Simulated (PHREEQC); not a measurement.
A column of 1 m (40 cells, dispersivity 0.05 m, 720 s a shift, diffusion coefficient 3e-10 m²/s) holds 0.019 eq of the database's cation exchanger X per kg of pore water, first in equilibrium with 0.0083 mol/kgw MgSO4, 0.092 mol/kgw MgCl2 and 1e-05 mol/kgw HCl. It is flushed with 9.5 mmol/kgw ZnCl2, 0.86 mmol/kgw KBr, 11 mmol/kgw CdCl2 and 0.01 mmol/kgw HCl, at 40 °C. Values are for the last cell. The system is closed to CO2. Precipitation was switched off in this run.

The series has 31 steps of pore volumes, from 0 to 3.013.

Computed with PHREEQC (ion-association model, phreeqc.dat).

**Question.** After how many pore volumes does Cd at the outlet first reach half of its feed value?

**Answer.** By 1.2 pore volumes.

**Question.** After how many pore volumes does Zn at the outlet first reach half of its feed value?

**Answer.** By 1.7 pore volumes.

**Question.** After how many pore volumes does Br at the outlet first reach half of its feed value?

**Answer.** By 1.0 pore volumes.

Complexes and solids missing from the database can't appear. Constants without temperature data keep their 25 °C values here.
